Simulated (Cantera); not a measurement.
A Cantera script and what it prints.

```python
import numpy as np
import cantera as ct

gas_names = """
    I I2 N N2 Pb PbI PbI2 PbI4 Pb2
""".split()
cond_names = """
    I2(cr) I2(L) Pb(cr) Pb(L) PbI2(s) PbI2(L)
""".split()


# ... load() reads the species with a 1 bar reference pressure and builds the phases ...
atoms = {
    'PbI2': {'Pb': 1, 'I': 2},
    'N2': {'N': 2},
}
top_T = {}  # K; cautious upper limits of use, not melting points


# ... equilibrate(T, P, feed) seeds the gas with the atoms and calls Mixture.equilibrate('TP', solver="vcs", rtol=1e-11, max_steps=5000) ...
results = []
feed = {'PbI2': 1, 'N2': 2.2}  # mol
T = 1798  # K
P = 2200  # Pa
mix = equilibrate(T, P, feed)
results.append((T, P, feed, dict(zip(mix.species_names, mix.species_moles))))
print(gas.report(threshold=1e-06))
for i in range(1, mix.n_phases):
    print(f"{mix.phase(i).name:16s} {mix.phase_moles(i):12.5e} mol")
```

Result:

```
       temperature   1798 K
          pressure   2200 Pa
           density   0.01543 kg/m^3
  mean mol. weight   104.85 kg/kmol
   phase of matter   gas

                          1 kg             1 kmol
                     ---------------   ---------------
          enthalpy        1.0853e+06        1.1379e+08  J
   internal energy         9.427e+05        9.8841e+07  J
           entropy            2647.7        2.7761e+05  J/K
    Gibbs function       -3.6753e+06       -3.8535e+08  J
 heat capacity c_p            273.37             28662  J/K
 heat capacity c_v            194.07             20348  J/K

                      mass frac. Y      mole frac. X     chem. pot. / RT
                     ---------------   ---------------   ---------------
                 I           0.43307            0.3578           -21.855
                I2        0.00056851        0.00023485           -43.709
                N2           0.11792           0.44135           -31.222
                Pb           0.31745           0.16064           -16.092
               PbI           0.11784           0.03698           -37.947
              PbI2          0.013131         0.0029863           -59.801
               Pb2        1.6782e-05         4.246e-06           -32.184
     [   +2 minor]        6.5332e-07        9.5984e-08

I2(L)             0.00000e+00 mol
Pb(L)             0.00000e+00 mol
PbI2(L)           0.00000e+00 mol
```

These are equilibrium values from Cantera (NASA tables, ideal gas, pure condensed phases), not measurements of a reactor.
